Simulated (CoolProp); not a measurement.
Properties of n-perfluorohexane at several states.

Computed with CoolProp (reference Helmholtz-energy equation of state, Gao 2022).

```
T (K)  p (kPa)   phase         Z  cp (kJ/(kg K))  speed of sound (m/s)  Joule-Thomson coefficient (K/MPa)  isothermal compressibility (1/MPa)  fugacity coefficient
-----  -------  ------  --------  --------------  --------------------  ---------------------------------  ----------------------------------  --------------------
426       18.9     gas    0.9954          0.9835                 103.2                              9.041                               53.15                0.9955
365.6      245     gas       [?]          0.9402                 85.64                                [?]                               4.660                0.9001
211.9      124  liquid   0.01241          0.9130                 741.8                            -0.3938                            0.001208             0.0006814
303.7     39.2  liquid  0.003162           1.056                   [?]                            -0.2624                            0.002960                0.9241
```

**Question.** Fill in the missing entries.

**Answer.** 
- 365.6, Z: 0.8886
- 365.6, Joule-Thomson coefficient (K/MPa): 17.38
- 303.7, speed of sound (m/s): 499.8
